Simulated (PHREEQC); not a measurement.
Dissolve 0.0057 mol H2SO4 and 0.044 mol Al2(SO4)3 per kg of water at 15 °C. Closed to the air; pH follows from the charge balance.

Computed with PHREEQC (ion-association model, phreeqc.dat).

Q: The ionic strength comes out as 0.156 mol/kgw. What activity coefficients do HSO4-, AlSO4+, Al+3, H+, SO4-2 get?

A: HSO4- 0.76, AlSO4+ 0.75, Al+3 0.15, H+ 0.81, SO4-2 0.33.

Precipitation was switched off in this run. Species that the database lacks are ignored.
